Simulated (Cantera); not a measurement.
A perfectly stirred reactor is fed with NH₃ : N₂ = 1 : 13 (molar parts), at 101000 Pa; it is held at 1350 K, and followed from long to short residence time.

Computed with Cantera and the gas-phase N/H chemistry of the illustrative SiF4/NH3 mechanism in the Surface Chemkin manual (1991). Walls and surfaces, which speed up NH3 decomposition in real reactors, are not modelled.

**Question.** What does this change do: temperature 1350 to 1525 K?

**Answer.** 
```json
[
 {"quantity": "x(NH₃) at τ = 2.00 s", "before": "0.0710", "after": "0.0648"},
 {"quantity": "x(N₂) at τ = 2.00 s", "before": "0.928", "after": "0.926"},
 {"quantity": "x(H₂) at τ = 2.00 s", "before": "0.000617", "after": "0.00926"},
 {"quantity": "x(NH₂) at τ = 2.00 s", "before": "4.18e-6", "after": "1.47e-5"},
 {"quantity": "x(N₂H₂) at τ = 2.00 s", "before": "1.41e-8", "after": "2.79e-8"},
 {"quantity": "x(NH₃) at τ = 19.0 ms", "before": "0.0714", "after": "0.0714"},
 {"quantity": "x(N₂) at τ = 19.0 ms", "before": "0.929", "after": "0.929"},
 {"quantity": "x(H₂) at τ = 19.0 ms", "before": "5.24e-7", "after": "7.65e-5"},
 {"quantity": "x(NH₂) at τ = 19.0 ms", "before": "7.36e-7", "after": "1.51e-5"},
 {"quantity": "x(N₂H₂) at τ = 19.0 ms", "before": "3.84e-10", "after": "2.26e-8"}
]
```

**Question.** What does this change do: temperature 1350 to 1900 K?

**Answer.** 
```csv
quantity,before,after
x(NH₃) at τ = 2.00 s,0.0710,0.00578
x(N₂) at τ = 2.00 s,0.928,0.902
x(H₂) at τ = 2.00 s,0.000617,0.0918
x(NH₂) at τ = 2.00 s,4.18e-6,2.36e-5
x(N₂H₂) at τ = 2.00 s,1.41e-8,1.02e-8
x(NH₃) at τ = 19.0 ms,0.0714,0.0616
x(N₂) at τ = 19.0 ms,0.929,0.925
x(H₂) at τ = 19.0 ms,5.24e-7,0.0136
x(NH₂) at τ = 19.0 ms,7.36e-7,0.000151
x(N₂H₂) at τ = 19.0 ms,3.84e-10,2.01e-7
```
